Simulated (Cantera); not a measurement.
Feed: 1 mol HgO, 0.012 mol O2, 54 mol N2, at 1152 °C and 1100 Pa.

Method: chemical equilibrium by Gibbs-energy minimisation in Cantera with the NASA 1993 tables (ideal gas, pure condensed phases). Candidate condensed phases: Hg, HgO; 10 gas species. Equilibrium is a limit: real reactors are often held back by kinetics, nucleation or transport.

What is the equilibrium state?


| Property | Result |
|---|---|
| x(N2) | 0.973 |
| x(Hg) | 0.0180 |
| x(O2) | 0.00913 |
| x(NO) | 0.000193 |
| x(O) | 1.26e-6 |
| gas amount | 55.51 mol |
| log10 activity of Hg(l) (absent) | -6.35 |
